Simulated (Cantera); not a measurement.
A freely propagating, adiabatic, planar premixed flame of 7.76 % CH4, 18.5 % O2, 69.4 % N2, 4.34 % H2, equivalence ratio 0.96, unburnt at 500 K and 5.00 bar; mixture-averaged transport, grid criteria slope 0.08 and curve 0.16, no radiation.

Model: GRI-Mech 3.0 (53 species, 325 reactions), integrated in Cantera. Burning velocities carry a grid error of a few per cent, more on coarse grids.

Predict: laminar burning velocity; thermal thickness; peak x(HO2); peak x(CH2O).


```
Quantity                     Result
------------------------  ---------
laminar burning velocity  64.7 cm/s
thermal thickness         0.0976 mm
peak x(HO2)                0.000295
peak x(CH2O)                0.00129
```
